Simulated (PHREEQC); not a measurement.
Solution (25 °C): 0.97 mol/kgw K2CO3, 0.8 mol/kgw KCl and 0.0012 mol/kgw H4SiO4. Closed to the air; pH follows from the charge balance.

Model: Pitzer model, pitzer.dat, run in PHREEQC.

Q: The ionic strength comes out as 3.70 mol/kgw. What activity coefficients do H3SiO4-, H2SiO4-2, HCO3-, CO3-2, OH- get?

A: H3SiO4- 0.40, H2SiO4-2 0.020, HCO3- 0.52, CO3-2 0.11, OH- 1.1. Single-ion values are on the MacInnes scale.

Precipitation was switched off in this run. Complexes and solids missing from the database can't appear. In brines, pH and single-ion activities rest on the MacInnes convention.
